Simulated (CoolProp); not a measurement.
Vapour pressure (MPa) of R143a: the reference equation beside estimates from Tc = 345.9 K, pc = 3.762 MPa, ω = 0.261.

The numbers come from the reference Helmholtz-energy equation of state, Lemmon and Jacobsen 2000 in CoolProp.

| T (K) | reference | Redlich-Kwong | Peng-Robinson |
|---|---|---|---|
| 192.4 | 0.01493 | 0.03323 | 0.01493 |
| 200.8 | 0.02589 | 0.05407 | 0.02581 |
| 209.2 | 0.04264 | 0.08382 | 0.04245 |
| 217.6 | 0.06716 | 0.1247 | 0.06683 |
| 226.1 | 0.1022 | 0.1796 | 0.1017 |
| 234.5 | 0.1497 | 0.2498 | 0.1490 |
| 242.9 | 0.2127 | 0.3382 | 0.2120 |
| 251.3 | 0.2945 | 0.4471 | 0.2938 |
| 259.8 | 0.3997 | 0.5807 | 0.3993 |
| 268.2 | 0.5296 | 0.7382 | 0.5297 |
| 276.6 | 0.6890 | 0.9231 | 0.6902 |
| 285 | 0.8819 | 1.138 | 0.8849 |
| 293.5 | 1.116 | 1.387 | 1.121 |
| 301.9 | 1.389 | 1.668 | 1.398 |
| 310.3 | 1.711 | 1.984 | 1.724 |

Absolute difference from the reference over all 15 rows, mean and median: Redlich-Kwong 58.3 and 51.8 %, Peng-Robinson 0.4 and 0.3 %.
